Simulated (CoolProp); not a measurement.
The numbers come from the reference Helmholtz-energy equation of state, de Vries 1995 in CoolProp.

Question: Give the vapour pressure (kPa), enthalpy of vaporisation (kJ/kg), liquid cp (kJ/(kg K)), liquid viscosity (µPa s) of saturated R124 at -32.75, 41.75, 51.05 °C.

Answer: 
```
T (°C)  p (kPa)  enthalpy of vaporisation (kJ/kg)  liquid cp (kJ/(kg K))  liquid viscosity (µPa s)
------  -------  --------------------------------  ---------------------  ------------------------
-32.75     38.8                               175                   1.03                       530
41.75       623                               136                   1.18                       203
51.05       797                               130                   1.21                       181
```

Viscosity comes from a separate model (Bell 2016), an estimate that may be off by 10 % or more.
